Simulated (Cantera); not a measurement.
Source: NASA polynomial tables (part measured, part estimated), evaluated in Cantera. Values are per mole of reaction as written; species without (g) are pure solids or liquids, kept so even where they would boil at 1 bar.

Problem. Between 475 and 975 K, where is each reaction favourable under standard conditions?
- F2(g) + CaCl2 = CaF2 + 2 Cl(g)

Solution. 
- F2(g) + CaCl2 = CaF2 + 2 Cl(g): ΔG° is -231 kJ at 475 K and -282 kJ at 975 K; it stays negative (K > 1). ΔH° is -180 kJ and ΔS° 104 J/K at 975 K.
